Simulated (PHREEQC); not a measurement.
1 kg of water holding 0.018 mol NaBr, 0.084 mol NaCl, 0.028 mol KCl, 0.12 mol MgBr2 and 0.00089 mol CaSO4 is evaporated at 25 °C; the solids stay in contact with the brine. No CO2 enters from the air. The run lets Arcanite, Bischofite, Bloedite, Brucite, Carnallite, Epsomite, Glaserite, Glauberite, Gypsum, Anhydrite, Halite, Hexahydrite, Kainite, Kieserite, Leonite, Mirabilite, Misenite, Polyhalite, Portlandite, Schoenite, Sylvite, Syngenite, Thenardite, MgCl2_4H2O precipitate or redissolve, and no other solid.

Equilibrium calculation in PHREEQC: Pitzer model, pitzer.dat.

```tsv
water left (kg)	ionic strength	water activity	Na in solution (mol/kgw)	Ca in solution (mol/kgw)
1	0.494	0.990	0.102	0.000890
0.8219	0.601	0.988	0.124	0.00108
0.6755	0.731	___	0.151	0.00132
0.5552	0.889	___	0.184	0.00160
0.4563	1.08	___	0.224	0.00195
0.375	1.32	___	0.272	0.00237
0.3082	1.60	0.964	0.331	0.00289
0.2533	1.95	___	0.403	0.00351
0.2082	2.37	___	0.490	0.00427
0.1711	2.88	___	0.596	0.00520
0.1407	3.51	0.908	0.725	0.00633
0.1156	4.27	0.881	0.882	0.00770
0.09502	5.19	___	1.07	0.00937
0.07809	6.32	0.797	1.31	0.0114
```

Problem. Complete the blanks.

Solution. 
- 0.6755, water activity: 0.985
- 0.5552, water activity: 0.981
- 0.4563, water activity: 0.977
- 0.375, water activity: 0.972
- 0.2533, water activity: 0.955
- 0.2082, water activity: 0.944
- 0.1711, water activity: 0.928
- 0.09502, water activity: 0.845
